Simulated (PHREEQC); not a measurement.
0.021 g of hydrous ferric oxide (600 m²/g; 0.2 weak and 0.005 strong sites per Fe, Dzombak-Morel constants, diffuse double layer) in 1 kg of water with 0.005 mol/kgw of an inert sodium salt and 5e-05 mmol/kgw ZnCl2, at 25 °C; the pH is set by adding NaOH or the inert anion's acid. Oxygen is held at 0.21 atm. CO2 from the air is kept out. No solid was allowed to form.

Base run: PHREEQC, ion-association model, wateq4f.dat. Each further column changes one thing. The table gives surface charge σ (C/m²).

| pH | base | background salt from 0.005 to 0.0005 mol/kgw | oxide from 0.021 to 0.11 g/kgw | 1.7e-05 mol/kgw CuSO4 added |
|---|---|---|---|---|
| 4 | 0.182 | ___ | 0.183 | 0.075 |
| 4.75 | 0.109 | ___ | 0.109 | 0.052 |
| 5.5 | 0.059 | 0.023 | 0.060 | 0.038 |
| 5.88 | 0.042 | 0.016 | 0.042 | ___ |
| 6.62 | 0.020 | 0.007 | 0.020 | ___ |
| 7.38 | 0.007 | 0.002 | 0.007 | 0.018 |
| 8.12 | 0.000 | 0.000 | 0.000 | 0.007 |
| 8.5 | -0.004 | -0.001 | -0.004 | 0.003 |
| 9.25 | -0.013 | -0.004 | -0.013 | -0.004 |
| 10 | -0.030 | -0.012 | -0.030 | ___ |

Question: Some entries are withheld; supply them.

Answer: 
- 4, background salt from 0.005 to 0.0005 mol/kgw: 0.096
- 4.75, background salt from 0.005 to 0.0005 mol/kgw: 0.049
- 5.88, 1.7e-05 mol/kgw CuSO4 added: 0.034
- 6.62, 1.7e-05 mol/kgw CuSO4 added: 0.029
- 10, 1.7e-05 mol/kgw CuSO4 added: -0.014

 The database's constant for dissolved Cu(OH)2 is higher than later reviews accept.
